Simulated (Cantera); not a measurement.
Cantera run, input and output.

```python
import numpy as np
import cantera as ct

gas = ct.Solution("gri30.yaml")
gas.TPX = 1150, 380, {'H2': 0.49, 'O2': 1}
reactor = ct.IdealGasConstPressureReactor(gas, energy="off", clone=False)
net = ct.ReactorNet([reactor])
net.rtol, net.atol = 1e-08, 1e-18
show = ['H2', 'O2', 'OH', 'H', 'H2O2']
times = np.geomspace(1e-05, 80, 15)

steps = ct.SolutionArray(gas, extra=["t"])
rows = []
print(f"{'t/s':>10s}{'T/K':>9s}{'P/Pa':>11s}" + "".join(f"{s:>11s}" for s in show))
for t in times:
    while net.time < t:
        t_next = net.step()
        steps.append(gas.state, t=t_next)
    rows.append([np.interp(t, steps.t, y) for y in (steps.T, steps.P, *steps(*show).X.T)])
    print(f"{t:10.3e}{rows[-1][0]:9.1f}{rows[-1][1]:11.4g}" + "".join(f"{x:11.3e}" for x in rows[-1][2:]))
rate = np.gradient(steps.T, steps.t)
print("integrator steps:", len(steps.t))
if steps.T.max() > steps.T[0] + 200:
    print(f"time of steepest temperature rise: {steps.t[rate.argmax()]:.4e} s")
gas.TPX = 1150, 380, {'H2': 0.49, 'O2': 1}
gas.equilibrate("TP")
print(f"equilibrium (TP): T = {gas.T:.1f} K  " + "  ".join(f"{s} {gas[s].X[0]:.3e}" for s in show))
```

Output:

```
       t/s      T/K       P/Pa         H2         O2         OH          H       H2O2
 1.000e-05   1150.0        380  3.289e-01  6.711e-01  3.610e-12  2.118e-10  5.200e-15
 3.112e-05   1150.0        380  3.289e-01  6.711e-01  3.014e-11  6.441e-10  5.026e-14
 9.686e-05   1150.0        380  3.289e-01  6.711e-01  2.082e-10  1.995e-09  4.867e-13
 3.015e-04   1150.0        380  3.289e-01  6.711e-01  1.343e-09  8.107e-09  4.708e-12
 9.382e-04   1150.0        380  3.289e-01  6.711e-01  2.240e-08  1.165e-07  4.553e-11
 2.920e-03   1150.0        380  3.285e-01  6.710e-01  3.753e-05  1.932e-04  7.130e-10
 9.088e-03   1150.0        380  1.986e-02  5.135e-01  1.060e-02  1.402e-01  9.367e-08
 2.828e-02   1150.0        380  1.790e-02  5.299e-01  1.023e-02  1.097e-01  1.145e-07
 8.803e-02   1150.0        380  1.118e-02  5.675e-01  8.347e-03  4.467e-02  1.809e-07
 2.740e-01   1150.0        380  1.924e-03  6.003e-01  3.521e-03  2.794e-03  2.338e-07
 8.527e-01   1150.0        380  1.321e-04  6.058e-01  9.234e-04  4.948e-05  1.000e-07
 2.654e+00   1150.0        380  1.475e-05  6.063e-01  3.109e-04  1.881e-06  3.083e-08
 8.259e+00   1150.0        380  2.718e-06  6.064e-01  1.342e-04  1.511e-07  1.003e-08
 2.570e+01   1150.0        380  6.510e-07  6.064e-01  6.590e-05  1.787e-08  3.348e-09
 8.000e+01   1150.0        380  1.806e-07  6.064e-01  3.477e-05  2.627e-09  1.136e-09
integrator steps: 2258
equilibrium (TP): T = 1150.0 K  H2 3.545e-08  O2 6.064e-01  OH 1.539e-05  H 2.294e-10  H2O2 2.838e-10
```

Model: GRI-Mech 3.0 (53 species, 325 reactions), integrated in Cantera. Radical loss at walls, strong at low pressure, is not modelled. The temperature is held fixed by assumption; the heat of reaction is taken as removed at once.
